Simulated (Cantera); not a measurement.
A perfectly stirred reactor is fed with 93.2 % N2O, 6.80 % O2, at 0.133 bar; it is held at 1450 K, and followed from long to short residence time.

Cantera simulation using GRI-Mech 3.0 (53 species, 325 reactions); the numbers are that mechanism's predictions, not measurements. GRI-Mech 3.0 was tuned for natural gas; its chemistry of N2O as a main component is partial and can be far from experiment. The temperature is held fixed by assumption; the heat of reaction is taken as removed at once.

x: mole fraction; the columns are a selection and need not sum to one.

```csv
τ (s),x N2O,x O2,x NO2,x NO,x O,x N2
0.49,0.244,0.236,[?],0.100,4.04e-5,0.419
0.18,0.453,0.184,[?],0.0715,4.22e-5,0.291
0.067,0.667,0.132,[?],0.0399,4.30e-5,0.161
0.025,0.811,0.0972,[?],0.0182,4.32e-5,0.0731
0.0092,0.884,0.0797,[?],0.00731,4.33e-5,0.0293
0.0034,0.914,0.0725,[?],0.00279,4.31e-5,0.0112
0.0013,0.925,0.0697,[?],0.00107,4.27e-5,0.00431
0.00047,0.929,0.0686,[?],0.000376,4.14e-5,0.00155
0.00017,0.931,0.0682,[?],0.000126,3.83e-5,0.000542
```

### Question
Some entries are withheld; supply them.

### Answer

- 0.49, x NO2: 0.000109
- 0.18, x NO2: 7.36e-5
- 0.067, x NO2: 3.81e-5
- 0.025, x NO2: 1.53e-5
- 0.0092, x NO2: 4.76e-6
- 0.0034, x NO2: 1.14e-6
- 0.0013, x NO2: 2.21e-7
- 0.00047, x NO2: 3.17e-8
- 0.00017, x NO2: 3.78e-9
